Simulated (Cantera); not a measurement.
An adiabatic, constant-pressure homogeneous reactor starts with CO : H2 : CH4 : O2 : N2 = 1 : 0.86 : 1.4 : 12 : 45.2 (molar parts), at 1800 K and 760 Torr. Integrator tolerance rtol = 1e-08.

Detailed kinetics in Cantera: GRI-Mech 3.0 (53 species, 325 reactions).

### Question
What does this change do: 0.12 parts C2H6 added?

### Answer
| quantity | before | after |
|---|---|---|
| time of steepest temperature rise | 40.6 µs | 22.4 µs |
| temperature at 2.00 s | 2402 K | 2449 K |
| equilibrium temperature | 2402 K | 2449 K |
| x(CO) at 2.00 s | 0.00226 (gas-phase equilibrium 0.00226) | 0.00326 (gas-phase equilibrium 0.00326) |
| x(H2) at 2.00 s | 0.000576 (gas-phase equilibrium 0.000576) | 0.000817 (gas-phase equilibrium 0.000817) |
| x(CH4) at 2.00 s | <1e-12 (gas-phase equilibrium <1e-12) | <1e-12 (gas-phase equilibrium <1e-12) |
| x(OH) at 2.00 s | 0.00702 (gas-phase equilibrium 0.00702) | 0.00839 (gas-phase equilibrium 0.00839) |
| x(CH2O) at 2.00 s | <1e-12 (gas-phase equilibrium <1e-12) | 1.08e-12 (gas-phase equilibrium 1.08e-12) |

### Question
What does this change do: H2 0.86 to 1.2 parts?

### Answer
| quantity | before | after |
|---|---|---|
| time of steepest temperature rise | 40.6 µs | 31.5 µs |
| temperature at 2.00 s | 2402 K | 2425 K |
| equilibrium temperature | 2402 K | 2425 K |
| x(CO) at 2.00 s | 0.00226 (gas-phase equilibrium 0.00226) | 0.00258 (gas-phase equilibrium 0.00258) |
| x(H2) at 2.00 s | 0.000576 (gas-phase equilibrium 0.000576) | 0.000713 (gas-phase equilibrium 0.000713) |
| x(CH4) at 2.00 s | <1e-12 (gas-phase equilibrium <1e-12) | <1e-12 (gas-phase equilibrium <1e-12) |
| x(OH) at 2.00 s | 0.00702 (gas-phase equilibrium 0.00702) | 0.00784 (gas-phase equilibrium 0.00784) |
| x(CH2O) at 2.00 s | <1e-12 (gas-phase equilibrium <1e-12) | <1e-12 (gas-phase equilibrium <1e-12) |
